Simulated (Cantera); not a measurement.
Input (Python, Cantera):

```python
import numpy as np
import cantera as ct

gas = ct.Solution("gri30.yaml")


def delay(T, t_max=10):
    gas.TPX = T, 170000, {'CO': 1, 'H2': 0.03, 'O2': 0.536, 'N2': 1.39}
    reactor = ct.IdealGasReactor(gas, clone=False)
    net = ct.ReactorNet([reactor])
    net.rtol, net.atol = 1e-8, 1e-16
    while net.time < t_max:
        t_old, T_old = net.time, reactor.T
        net.step()
        if reactor.T > T + 400:  # ignition: a rise of 400 K
            return t_old + (T + 400 - T_old) / (reactor.T - T_old) * (net.time - t_old)
    return np.nan


taus = []
for T in [1375, 1450, 1525, 1600, 1675]:
    taus.append(delay(T))
    print(f"T0 = {T:6g} K   tau = {taus[-1]:.4e} s")

# d ln(tau) / d ln(k), from doubling and halving each rate constant
T, sens = 1525, []
for i in range(gas.n_reactions):
    gas.set_multiplier(2.0, i)
    up = delay(T)
    gas.set_multiplier(0.5, i)
    down = delay(T)
    gas.set_multiplier(1.0, i)
    sens.append((np.log(up / down) / np.log(4.0), gas.reaction(i).equation))
sens.sort(key=lambda x: -abs(x[0]))
print(f"sensitivities at {T} K")
for s, eq in sens[:10]:
    print(f"{s:8.3f}  {eq}")
```

It prints:

```
T0 =   1375 K   tau = 4.8477e-05 s
T0 =   1450 K   tau = 4.1110e-05 s
T0 =   1525 K   tau = 3.6351e-05 s
T0 =   1600 K   tau = 3.3181e-05 s
T0 =   1675 K   tau = 3.1072e-05 s
sensitivities at 1525 K
  -0.314  CO + OH <=> CO2 + H
  -0.225  H2 + O <=> H + OH
  -0.187  H + O2 <=> O + OH
  -0.119  CO + O (+M) <=> CO2 (+M)
  -0.046  H + O2 + M <=> HO2 + M
  -0.041  CO + O2 <=> CO2 + O
  -0.034  H + O2 + N2 <=> HO2 + N2
   0.010  H2 + OH <=> H + H2O
  -0.008  H + O2 + O2 <=> HO2 + O2
  -0.007  CO + HO2 <=> CO2 + OH
```

Computed with Cantera and GRI-Mech 3.0 (53 species, 325 reactions). Where the delays flatten at high temperature, the 400 K rule measures the pace of heat release, not the induction time.
